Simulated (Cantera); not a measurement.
Feed: 1 mol CH₃SiCl₃, 0.68 mol HCl, 22 mol H₂, held at 750 Torr.

These are equilibrium values from Cantera (NASA tables, ideal gas, pure condensed phases), not measurements of a reactor. Candidate condensed phases: C, C₆H₆, C₇H₈, C₈H₁₈, Si, SiC; 109 gas species. The feed counts by its element totals alone. The tables' values for SiCl₃ are old estimates; treat these amounts as uncertain. Kinetics and transport are ignored. All values below are at 1850 K.

Base state: H₂ 0.858, HCl 0.139, SiCl₂ 0.00195, H 0.000499, CH₄ 0.000482, C₂H₂ (acetylene) 0.000224, SiCl₃ 0.000120, Cl 6.14e-5 (mole fractions); condensed: C(graphite) + SiC(s).

Question: What changes in the equilibrium state with this change: HCl from 0.68 to 0.17 mol?

Answer: 
| species | before | after |
|---|---|---|
| H₂ | 0.858 | 0.874 |
| HCl | 0.139 | 0.123 |
| SiCl₂ | 0.00195 | 0.00149 |
| SiCl₄ | 1.08e-5 | 6.29e-6 |
| SiCl₃ | 0.000120 | 7.99e-5 |
| SiHCl₃ | 1.88e-5 | 1.27e-5 |
| C(graphite), mol | 0.0301 | 0.0159 |
| SiC(s), mol | 0.946 | 0.960 |
